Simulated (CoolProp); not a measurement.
A simple Rankine cycle with dimethyl carbonate: condensing at 302.15 K, boiler at 0.118 MPa, turbine inlet 373 K, turbine efficiency 0.65, pump efficiency 0.7, no recuperator. Each further row changes one setting.

Values from CoolProp's reference Helmholtz-energy equation of state, Zhou 2011.

```csv
case,thermal efficiency (%),net work (kJ/kg),heat in (kJ/kg),turbine exit temperature (K),volume ratio over the turbine
as stated,10.3,51.9,504,331.1,12.1
turbine inlet 393 K,10.3,55.0,533,350.6,12.1
condensing temperature 294.15 K,11.4,59.3,519,325.1,18.0
boiler pressure 0.0826 MPa,9.0,45.5,505,337.0,8.55
turbine efficiency 0.55,8.7,43.9,504,337.4,12.3
```
